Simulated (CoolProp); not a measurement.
The fluid at 262.8 K and 1.31 MPa is throttled through a valve to 0.663 MPa with no heat exchange. The same conditions are run with several fluids, on thermodynamics alone (safety and materials aside).

Computed with CoolProp (reference Helmholtz-energy equation of state of each fluid (hydrogen chloride: Thol 2018; nitrous oxide: Lemmon 2006; oxygen: Schmidt 1985; CF4 (R14): Platzer 1990; carbon monoxide: Lemmon 2006)). The equations of Platzer and Polt are older, rougher fits.

| fluid | temperature change (K) | final density (kg/m³) |
|---|---|---|
| hydrogen chloride | ? | ? |
| nitrous oxide | -10.5 | 14.9 |
| oxygen | -2.2 | 9.87 |
| CF4 (R14) | ? | ? |
| carbon monoxide | -2.1 | 8.61 |

### Question
Some entries are withheld; supply them.

### Answer

- hydrogen chloride, temperature change (K): -14.5
- hydrogen chloride, final density (kg/m³): 12.7
- CF4 (R14), temperature change (K): -5.0
- CF4 (R14), final density (kg/m³): 28.4
